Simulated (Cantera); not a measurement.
A closed system holds: 1 mol Si2Cl6, 0.51 mol Cl2, 50 mol H2, equilibrated at 1427 °C and 2.33 Torr.

Cantera equilibrium calculation (NASA polynomials, part measured and part estimated; ideal gas, pure solids and liquids). Candidate condensed phases: Si; 19 gas species. The feed counts by its element totals alone. The tables' values for SiCl, SiCl3 are old estimates; treat these amounts as uncertain. Gases not in the tables: Si2H6 and higher silanes. The numbers say what is thermodynamically allowed, not how fast it happens.

Base state: H2 0.892, HCl 0.0795, SiCl2 0.0254, H 0.00250, Si 0.000219, Cl 0.000173, SiCl 0.000166, SiCl3 9.59e-5 (mole fractions); condensed: Si(l).

Q: What changes in the equilibrium state with this change: H2 from 50 to 3.2 mol?

A: 
```json
[
 {"species": "HCl", "before": "0.0795", "after": "0.438"},
 {"species": "SiCl2", "before": "0.0254", "after": "0.287"},
 {"species": "H2", "before": "0.892", "after": "0.260"},
 {"species": "SiCl3", "before": "9.59e-5", "after": "0.0111"},
 {"species": "SiCl4", "before": "7.13e-7", "after": "0.000839"},
 {"species": "SiHCl3", "before": "1.55e-6", "after": "9.62e-5"},
 {"species": "Si(l), mol", "before": "0.611", "after": "0"}
]
```
The tables' values for SiCl3, SiCl are old estimates; treat these amounts as uncertain.
